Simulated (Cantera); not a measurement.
# Thermodynamics of nitride etching, feed BN + H2O + N2

A closed system holds: 1 mol BN, 0.56 mol H2O, 72 mol N2, at 2123 K and 100000 Pa.

These are equilibrium values from Cantera (NASA tables, ideal gas, pure condensed phases), not measurements of a reactor. Candidate condensed phases: B, BN, B2O3, B3O3H3, H2O; 39 gas species. Kinetics and transport are ignored.

The x(N2) is 0.988. The x(H2) is 0.00656 and the x(HBO) is 0.00168. The x(B2O2) is 0.000984 and the x(BO) comes out as 0.000964. The x(B2O3) is 0.000865 and the x(H) comes out as 0.000291. The x(HBO2) comes out as 0.000224 and the x(H2O) comes out as 7.26e-6. The n(BN(s)) is 0.520 mol, the gas amount comes out as 73.09 mol and the log10 activity of B(s) (absent) is -1.59.
